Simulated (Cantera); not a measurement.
Feed: 1 mol Al2O3, 95 mol H2, held at 2098.15 K and 26.0 Pa.

Cantera equilibrium calculation (NASA polynomials, part measured and part estimated; ideal gas, pure solids and liquids). Candidate condensed phases: Al, Al2O3, H2O; 19 gas species. The tables' values for AlOH are old estimates; treat these amounts as uncertain. The numbers say what is thermodynamically allowed, not how fast it happens.

Base state: H2 0.819, H 0.173, H2O 0.00487, Al 0.00283, Al2O 0.000315, AlOH 0.000175, OH 0.000122, AlO 7.39e-5 (mole fractions); condensed: Al2O3(s).

**Question.** What changes in the equilibrium state with this change: 0.96 mol O2 added?

**Answer.** 
```
species          before     after
-------------  --------  --------
H2                0.819     0.809
H                 0.173     0.172
H2O             0.00487    0.0186
Al              0.00283  0.000373
Al2O           0.000315   2.11e-5
O               1.84e-5   7.10e-5
OH             0.000122  0.000468
AlOH           0.000175   8.84e-5
Al2O3(s), mol     0.806     0.971
```
